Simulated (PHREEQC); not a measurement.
Make-up at 20 °C: 0.86 mol HCl, 2.5 mol MnCl2 and 5.8 mol NaCl per kg of water. Closed to the air; pH follows from the charge balance.

All values are PHREEQC results (Pitzer model, pitzer.dat), not measurements.

### Question
The ionic strength comes out as 14.2 mol/kgw. What activity coefficients do Mn+2, Na+, H+, Cl- get?

### Answer
Mn+2 17, Na+ 5.5, H+ 63, Cl- 0.88. Single-ion values are on the MacInnes scale.

No solid was allowed to form. The solution is supersaturated, for example in Halite, so a real one may precipitate; this is no full list. In brines, pH and single-ion activities rest on the MacInnes convention.
